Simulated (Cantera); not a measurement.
Feed: 1 mol SiH₄, 0.16 mol HCl, 8.1 mol H₂, at 2423.15 K and 15.8 Torr.

These are equilibrium values from Cantera (NASA tables, ideal gas, pure condensed phases), not measurements of a reactor. The tables' values for SiCl are old estimates; treat these amounts as uncertain. Gases not in the tables: Si₂H₆ and higher silanes. The numbers say what is thermodynamically allowed, not how fast it happens.

```csv
species,before,after
H₂,0.796,0.735
Si,0.0773,0.125
H,0.109,0.105
HCl,0.0113,0.0209
SiCl₂,0.000156,0.000937
Si₃,0.000125,0.000528
SiCl,0.000780,0.00243
Si₂,0.00114,0.00296
Cl,0.00110,0.00213
SiH,0.00298,0.00462
"Si(l), mol",0,0.176
```
Gas species are given as mole fractions.

### Question
Which change was made?
(A) pressure from 15.8 Torr to 1.65 Torr
(B) SiH₄ replaced by SiCl₄
(C) H₂ from 8.1 to 2.6 mol
(D) temperature from 2423.15 K to 2000 K

### Answer
C, H₂ from 8.1 to 2.6 mol
